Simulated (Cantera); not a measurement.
A closed system holds: 1 mol CH3OH, 3.4 mol H2O, 9.5 mol H2, equilibrated at 1 atm.

Cantera equilibrium calculation (NASA polynomials, part measured and part estimated; ideal gas, pure solids and liquids). Candidate condensed phases: C, C6H6, C7H8, C8H18, H2O; 110 gas species. The numbers say what is thermodynamically allowed, not how fast it happens.

At 1125 K, list the 5 most abundant gas species with their mole fractions, and the condensed phases.

H2 0.735, H2O 0.202, CO 0.0502, CO2 0.0125, CH4 0.000189. Condensed: gas only.
